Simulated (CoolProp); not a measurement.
Properties of trans-2-butene along the isotherm 251.85 °C.

The numbers come from the reference Helmholtz-energy equation of state, Lemmon 2005 in CoolProp. It is a short technical equation, of lower accuracy than the large ones.

| p (bar) | phase | density (kg/m³) | cp (kJ/(kg K)) | cv (kJ/(kg K)) | expansivity (1/kK) | fugacity coefficient |
|---|---|---|---|---|---|---|
| 13.4 | gas | 18.32 | 2.436 | 2.236 | 2.355 | 0.9424 |
| 26.8 | gas | 39.25 | 2.531 | 2.256 | 2.964 | 0.8870 |
| 40.2 | supercritical | 63.53 | 2.661 | 2.277 | 3.788 | 0.8340 |
| 53.6 | supercritical | 91.97 | 2.838 | 2.298 | 4.857 | 0.7834 |
| 67 | supercritical | 125.1 | 3.058 | 2.318 | 6.095 | 0.7359 |
| 80.4 | supercritical | 162.1 | 3.286 | 2.334 | 7.203 | 0.6920 |
| 93.8 | supercritical | 200.5 | 3.452 | 2.342 | 7.709 | 0.6524 |
| 107 | supercritical | 235.7 | 3.504 | 2.343 | 7.421 | 0.6183 |
| 121 | supercritical | 267.5 | 3.465 | 2.340 | 6.625 | 0.5872 |
| 134 | supercritical | 291.6 | 3.396 | 2.336 | 5.831 | 0.5629 |
| 147 | supercritical | 311.6 | 3.326 | 2.332 | 5.144 | 0.5423 |
| 161 | supercritical | 329.4 | 3.259 | 2.328 | 4.547 | 0.5237 |
| 174 | supercritical | 343.5 | 3.207 | 2.326 | 4.106 | 0.5093 |
| 188 | supercritical | 356.6 | 3.160 | 2.324 | 3.724 | 0.4962 |
| 201 | supercritical | 367.3 | 3.123 | 2.322 | 3.436 | 0.4860 |
